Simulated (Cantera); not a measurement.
A freely propagating, adiabatic, planar premixed flame of 8.78 % CH₄, 18.7 % O₂, 70.2 % N₂, 2.28 % CO₂, unburnt at 550 K and 225 Torr; mixture-averaged transport, grid criteria slope 0.08 and curve 0.16, no radiation.

Model: GRI-Mech 3.0 (53 species, 325 reactions), integrated in Cantera. Burning velocities carry a grid error of a few per cent, more on coarse grids.

x: mole fraction of selected species; z is measured from the peak of heat release.

```tsv
z (mm)	T (K)	u (m/s)	x CH₄	x O₂	x CO₂	x CH₂CO	x HCN	x CH₂O
-3.16	550	1.24	0.0877	0.187	0.0228	<1e-8	<1e-8	?
-2.11	551	1.25	0.0875	0.187	0.0228	<1e-8	<1e-8	?
-1.58	555	1.26	0.0871	0.186	0.0227	<1e-8	<1e-8	?
-1.05	590	1.34	0.0844	0.183	0.0227	2.21e-7	1.28e-8	?
-0.527	903	2.08	0.0638	0.158	0.0247	1.08e-5	2.64e-7	?
-0.263	1282	2.99	0.0364	0.121	0.0298	5.28e-5	8.27e-7	?
0	1653	3.90	0.00949	0.0750	0.0396	7.51e-5	1.83e-6	?
0.263	1805	4.26	0.000859	0.0472	0.0513	1.53e-5	1.64e-6	?
0.527	1839	4.33	4.05e-5	0.0372	0.0609	8.11e-7	6.98e-7	?
1.05	1870	4.39	1.08e-7	0.0321	0.0712	<1e-8	9.12e-8	?
2.11	1912	4.46	<1e-8	0.0297	0.0769	<1e-8	<1e-8	<1e-8
4.21	1968	4.58	<1e-8	0.0277	0.0798	<1e-8	<1e-8	<1e-8
8.43	2038	4.72	<1e-8	0.0253	0.0832	<1e-8	<1e-8	<1e-8
```

**Question.** Complete the blanks.

**Answer.** 
- -3.16, x CH₂O: 6.18e-8
- -2.11, x CH₂O: 1.06e-6
- -1.58, x CH₂O: 6.23e-6
- -1.05, x CH₂O: 5.82e-5
- -0.527, x CH₂O: 0.000462
- -0.263, x CH₂O: 0.000921
- 0, x CH₂O: 0.000734
- 0.263, x CH₂O: 0.000136
- 0.527, x CH₂O: 7.65e-6
- 1.05, x CH₂O: 2.17e-8
